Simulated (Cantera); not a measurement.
Feed: 1 mol Si, 1.5 mol H2, equilibrated at 1.00 bar.

Method: chemical equilibrium by Gibbs-energy minimisation in Cantera with the NASA 1993 tables (ideal gas, pure condensed phases). Candidate condensed phases: Si; 9 gas species. Gases not in the tables: Si2H6 and higher silanes. Equilibrium is a limit: real reactors are often held back by kinetics, nucleation or transport.

Task: Which condensed phases are stable at each of these points (T (°C)): 250, 400, 550, 700, 850, 1000, 1150, 1300, 1450?

Result: 
```csv
T (°C),condensed phases,Si condensed (%)
250,Si(s),100.0
400,Si(s),100.0
550,Si(s),100.0
700,Si(s),100.0
850,Si(s),100.0
1000,Si(s),100.0
1150,Si(s),100.0
1300,Si(s),100.0
1450,Si(l),100.0
```

From 250 °C to 1300 °C the condensed part is Si(s). At 1450 °C the condensed part is Si(l).
